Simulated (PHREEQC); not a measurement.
Consider water at 20 °C with 0.0016 mol/kgw HF. Closed to the air; pH follows from the charge balance.

Equilibrium calculation in PHREEQC: ion-association model, wateq4f.dat.

```
quantity          before     after
--------------  --------  --------
pH                  3.12      2.52
HF (mol/kgw)    0.000803    0.0118
F- (mol/kgw)    0.000788   0.00305
HF2- (mol/kgw)   2.33e-6  0.000133
```

Task: Which change was made?
(A) HF from 0.0016 to 0.016 mol/kgw
(B) HF replaced by LiF at the same molality
(C) 1.7e-05 mol/kgw NaHCO3 added
(D) temperature from 20 to 25 °C
(E) 3.9e-05 mol/kgw LiNO3 added

Result: A, HF from 0.0016 to 0.016 mol/kgw

No solid was allowed to form.
